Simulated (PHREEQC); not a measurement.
0.027 g of hydrous ferric oxide (600 m²/g; 0.2 weak and 0.005 strong sites per Fe, Dzombak-Morel constants, diffuse double layer) in 1 kg of water with 0.3 mol/kgw of an inert sodium salt, at 25 °C; the pH is set by adding NaOH or the inert anion's acid. Oxygen is held at 0.21 atm. The system is closed to CO2. Nothing may precipitate in this run.

Computed with PHREEQC (ion-association model, wateq4f.dat).

Predict surface charge σ (C/m²), surface potential ψ (mV) at pH = 5.25, 5.62, 7.5, 8.62, 9.


```tsv
pH	surface charge σ (C/m²)	surface potential ψ (mV)
5.25	0.240	104
5.62	0.196	94
7.5	0.034	26
8.62	-0.028	-22
9	-0.051	-38
```

The oxide is taken as insoluble; below pH 4 it would dissolve.
